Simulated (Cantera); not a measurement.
Charge: 1 mol Si2Cl6, 0.95 mol Cl2, 94 mol H2, held at 2.50 mbar.

Equilibrium computed with Cantera from the NASA thermochemical tables; the gas is ideal and each condensed phase is pure. Candidate condensed phases: Si; 19 gas species. The feed counts by its element totals alone. Equilibrium is a limit: real reactors are often held back by kinetics, nucleation or transport.

Over these rows the condensed part is Si(s). Partial pressures as log10 of bar:

```csv
T (K),1000/T (1/K),log p SiCl4,log p H2,log p HCl,log p SiCl2
1223,0.8177,-6.07,-2.63,-3.83,-4.65
1298,0.7704,-6.75,-2.63,-3.83,-4.60
1373,0.7283,-7.37,-2.63,-3.83,-4.58
1448,0.6906,-7.94,-2.63,-3.84,-4.56
1523,0.6566,?,-2.63,-3.84,-4.54
1598,0.6258,-8.92,-2.63,-3.85,-4.53
```

Q: Fit log p(SiCl4) = a + b·(1000/T) to the five rows, give the apparent enthalpy, and predict the row at 1523 K.

A: Means: 1000/T = 0.7266, log p = -7.410. Sxy = 0.322338, Sxx = 0.0216772, so b = 14.87 and a = -7.410 − (14.87)×0.7266 = -18.21.
Apparent enthalpy: −19.145 × (14.87) = -285 kJ/mol. With the condensed phases at unit activity, 2 SiCl2(g) = SiCl4(g) + Si(s) links this pressure to the main gases: over the six rows their terms move log p by +0.24 in all, so the slope isn't that reaction's ΔH° alone. The five rows lie within 0.02 of the line.
Prediction at 1523 K: -18.21 + (14.87)×0.6566 = -8.45. The computed value is -8.45, 0.00 from the line.
